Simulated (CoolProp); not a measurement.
Fluorine along the isobar 5.71 MPa: density (kg/m³) from the reference equation and from simpler models built on Tc = 144.4 K, pc = 5.240 MPa, ω = 0.045; each cubic takes its own stable root.

Computed with CoolProp (reference Helmholtz-energy equation of state, de Reuck 1990).

| T (K) | phase | reference | van der Waals | Redlich-Kwong | Soave-Redlich-Kwong | Peng-Robinson |
|---|---|---|---|---|---|---|
| 92.3 | liquid | 1467 | 1021 | 1479 | [?] | 1660 |
| 115.4 | liquid | 1285 | 901.5 | 1258 | 1259 | 1422 |
| 138.5 | liquid | 1001 | [?] | 902.3 | 905.7 | [?] |
| 161.6 | supercritical | 234.8 | 238.6 | 236.6 | [?] | 245.2 |
| 184.6 | supercritical | 171.6 | [?] | 173.2 | 171.3 | 177.1 |
| 207.7 | supercritical | [?] | 145.0 | [?] | 140.7 | 144.6 |
| 230.8 | supercritical | 121.9 | 124.9 | 122.7 | 121.1 | 124.0 |
| 253.9 | supercritical | 108.0 | 110.4 | 108.6 | 107.2 | 109.3 |
| 276.9 | supercritical | 97.37 | 99.29 | 97.81 | [?] | 98.25 |
| 300 | supercritical | 88.82 | 90.38 | 89.17 | 88.01 | 89.41 |

**Question.** Complete the blanks.

**Answer.** 
- 92.3, Soave-Redlich-Kwong: 1472
- 138.5, van der Waals: 707.7
- 138.5, Peng-Robinson: 1013
- 161.6, Soave-Redlich-Kwong: 234.6
- 184.6, van der Waals: 176.1
- 207.7, reference: 141.3
- 207.7, Redlich-Kwong: 142.4
- 276.9, Soave-Redlich-Kwong: 96.52
